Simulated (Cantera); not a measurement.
Feed: 1 mol CH3F, 0.067 mol H2, held at 39.0 Pa.

Cantera equilibrium calculation (NASA polynomials, part measured and part estimated; ideal gas, pure solids and liquids). Candidate condensed phases: C, C6H6, C7H8, C8H18; 95 gas species. Equilibrium is a limit: real reactors are often held back by kinetics, nucleation or transport. All values below are at 1975 °C.

Base state: HF 0.430, H2 0.349, H 0.220, C2H2 (acetylene) 0.00115, F 0.000273, C2H 2.87e-5, C3 1.60e-5 (mole fractions); condensed: C(graphite).

Task: What changes in the equilibrium state with this change: pressure from 39.0 Pa to 10000 Pa?

Result: 
```csv
species,before,after
H2,0.349,0.502
HF,0.430,0.480
H,0.220,0.0165
C3,1.60e-5,6.25e-8
F,0.000273,1.59e-5
C2H,2.87e-5,2.15e-6
"C(graphite), mol",0.994,0.993
```
